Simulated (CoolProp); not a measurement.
Fluorine along the isobar 6770 kPa: fugacity coefficient from the reference equation and from simpler models built on Tc = 144.4 K, pc = 5240 kPa, ω = 0.045; each cubic takes its own stable root.

Values from CoolProp's reference Helmholtz-energy equation of state, de Reuck 1990.

```tsv
T (K)	phase	reference
71.8	liquid	0.003122
92.6	liquid	0.03885
113.3	liquid	0.1657
134.1	liquid	0.4050
154.8	supercritical	0.6656
175.6	supercritical	0.7820
196.3	supercritical	0.8498
217	supercritical	0.8941
237.8	supercritical	0.9247
258.5	supercritical	0.9463
279.3	supercritical	0.9623
300	supercritical	0.9743
```

Question: How far does each simpler model (van der Waals, Redlich-Kwong, Soave-Redlich-Kwong) lie from the reference over these 12 states: mean and median of the absolute difference, and the worst?

Answer: 
- van der Waals: mean 94.9 %, median 2.3 %, worst +835.6 % at 71.8 K and 6770 kPa
- Redlich-Kwong: mean 4.2 %, median 1.0 %, worst -32.9 % at 71.8 K and 6770 kPa
- Soave-Redlich-Kwong: mean 1.0 %, median 0.9 %, worst +2.2 % at 113.3 K and 6770 kPa
